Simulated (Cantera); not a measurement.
What does this Cantera script print?

```python
import numpy as np
import cantera as ct

gas_names = [...]  # 136 gases of nasa_gas.yaml made of C, H, N, O
cond_names = """
    C(gr) C6H6(L) C7H8(L) C8H18(L),n-octa H2O(s) H2O(L)
""".split()


# ... load() reads the species with a 1 bar reference pressure and builds the phases ...
atoms = {
    'acetone': {'C': 3, 'H': 6, 'O': 1},
    'NH3': {'N': 1, 'H': 3},
    'H2': {'H': 2},
}
top_T = {'C(gr)': 4500}  # K; cautious upper limits of use, not melting points


# ... equilibrate(T, P, feed) seeds the gas with the atoms and calls Mixture.equilibrate('TP', solver="vcs", rtol=1e-11, max_steps=5000) ...
results = []
feed = {'acetone': 1, 'NH3': 0.05, 'H2': 20}  # mol
T = 3023  # K
for P in [10, 100, 1000, 10000, 100000, 1000000, 10000000]:
    mix = equilibrate(T, P, feed)
    results.append((T, P, feed, dict(zip(mix.species_names, mix.species_moles))))

top = {s: max(r[3][s] / sum(r[3][g] for g in gas_names) for r in results) for s in gas_names}
cols = sorted((s for s in top if top[s] > 0.0001), key=lambda s: -top[s])[:5]
seen = [c for c in cond_names if any(r[3].get(c, 0) > 1e-12 for r in results)]
print("log10 of partial pressures in bar; condensed amounts in mol")
print(f"{'P/Pa':>10s}" + "".join(f"{s[:9]:>10s}" for s in cols + seen))
for T, P, feed, n in results:
    ng = sum(n[g] for g in gas_names)
    print(f"{P:10.4g}" + "".join(f"{np.log10(max(n[s] / ng * P / 1e5, 1e-99)):10.3f}" for s in cols)
          + "".join(f"{n.get(c, 0):10.4g}" for c in seen))
```

Result:

```
log10 of partial pressures in bar; condensed amounts in mol
      P/Pa         H        H2        CO C2H2,acet         C
        10    -4.028    -6.513    -5.689   -10.184    -5.448
       100    -3.035    -4.528    -4.672    -6.901    -4.799
      1000    -2.123    -2.703    -3.599    -4.322    -4.421
     1e+04    -1.405    -1.267    -2.480    -2.615    -4.286
     1e+05    -0.827    -0.111    -1.416    -1.464    -4.288
     1e+06    -0.302     0.939    -0.393    -0.431    -4.297
     1e+07     0.205     1.953     0.617     0.546    -4.316
```

Method: chemical equilibrium by Gibbs-energy minimisation in Cantera with the NASA 1993 tables (ideal gas, pure condensed phases). The feed counts by its element totals alone. The ideal-gas law is rough above about 30 bar.
